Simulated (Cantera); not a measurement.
## Transport properties of process gases

Gas mixture: CO2 : C2H6 = 0.98 : 0.44 (molar parts), at 0.630 bar, frozen composition.

Cantera's kinetic-theory transport with the Lennard-Jones parameters of GRI-Mech 3.0, ideal gas; thermal conductivity in the mixture-averaged form. The composition is frozen, though it would react at the higher temperatures.

| T (K) | ρ (kg/m³) | cp (J/kg/K) | μ (µPa s) | λ (mW/m/K) | Pr | D (cm²/s) OH | D (cm²/s) CO2 | D (cm²/s) NH3 |
|---|---|---|---|---|---|---|---|---|
| 400 | 0.752 | 1226 | 17.4 | 28.2 | 0.758 | 0.648 | 0.299 | 0.439 |
| 650 | 0.463 | 1583 | 26.2 | 53.3 | 0.778 | 1.51 | 0.730 | 1.11 |
| 900 | 0.334 | 1822 | 33.5 | 77.4 | 0.789 | 2.62 | 1.30 | 2.02 |
| 1150 | 0.262 | 1996 | 40.0 | 99.7 | 0.800 | 3.96 | 1.98 | 3.12 |
| 1400 | 0.215 | 2117 | 45.8 | 120 | 0.806 | 5.50 | 2.77 | 4.40 |
| 1650 | 0.182 | 2203 | 51.1 | 139 | 0.809 | 7.23 | 3.66 | 5.84 |
| 1900 | 0.158 | 2264 | 56.1 | 157 | 0.810 | 9.14 | 4.64 | 7.42 |
| 2150 | 0.140 | 2309 | 60.9 | 174 | 0.810 | 11.2 | 5.70 | 9.15 |
D: mixture-averaged diffusion coefficient of that species in the mixture.
